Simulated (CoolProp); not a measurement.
A single-stage vapour-compression cycle with R22: evaporating at 232.15 K (dew point), condensing at 268.15 K (bubble point), superheat 0 K, subcooling 2 K, compressor efficiency 0.7, no pressure losses. Each further row changes one setting.

Computed with CoolProp (reference Helmholtz-energy equation of state, Kamei 1995).

| case | cooling COP | pressure ratio | discharge temperature (K) | refrigerating effect (kJ/kg) | volumetric capacity (kJ/m³) |
|---|---|---|---|---|---|
| as stated | 3.98 | 4.20 | 315.6 | 196 | 913 |
| evaporating temperature 237.15 K | 4.81 | 3.34 | 307.6 | 198 | 1140 |
| condensing temperature 263.15 K | 4.71 | 3.53 | 305.1 | 202 | 940 |
| subcooling 7 K | 4.09 | 4.20 | 315.6 | 202 | 940 |
| superheat 10 K | 3.92 | 4.20 | 327.3 | 202 | 898 |
| compressor efficiency 0.6 | 3.41 | 4.20 | 327.0 | 196 | 913 |
